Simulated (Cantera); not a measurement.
Input: 1 mol Cr, 0.71 mol N2O, a varied amount of H2, at 1448 K and 28.0 Pa.

Points: n(H2) (mol) = 20, 62, 100, 150, 190, 230, 270, 310, 350, 400, 440, 480.

Cantera's Mixture.equilibrate('TP', solver="vcs", rtol=1e-11, max_steps=5000) on the NASA tables stopped like this:

```
ERROR: FAILURE its = 5001!

*******************************************************************************
CanteraError thrown by MultiPhase::equilibrate:
VCS solver failed. Return code: -1
*******************************************************************************
```

**Question.** What got this run through?

**Answer.** One answer among several that fit: The failure is numerical, not chemical. The same input converged with solver="gibbs", rtol=1e-10, max_steps=50000, and the result passed a check of the equilibrium conditions:
```
log10 of partial pressures in bar; condensed amounts in mol
     n(H2)        H2        N2       H2O        Cr         H    Cr(cr)  Cr2O3(s)
        20    -3.569    -5.018    -6.630    -6.732    -6.820    0.5245    0.2309
        62    -3.559    -5.499    -6.620    -6.732    -6.815     0.521    0.2187
       100    -3.557    -5.705    -6.618    -6.732    -6.814    0.5178    0.2077
       150    -3.556    -5.880    -6.617    -6.732    -6.813    0.5135    0.1933
       190    -3.555    -5.982    -6.617    -6.732    -6.813    0.5102    0.1817
       230    -3.555    -6.065    -6.616    -6.732    -6.813    0.5068    0.1701
       270    -3.555    -6.134    -6.616    -6.732    -6.813    0.5034    0.1586
       310    -3.555    -6.194    -6.616    -6.732    -6.813       0.5     0.147
       350    -3.555    -6.247    -6.616    -6.732    -6.813    0.4967    0.1354
       400    -3.555    -6.305    -6.616    -6.732    -6.813    0.4924     0.121
       440    -3.554    -6.346    -6.616    -6.732    -6.813    0.4891    0.1094
       480    -3.554    -6.384    -6.616    -6.732    -6.813    0.4857   0.09784
```

The gas is ideal and each condensed phase is pure. Mutual solubility and eutectic melting of coexisting phases are not modelled.
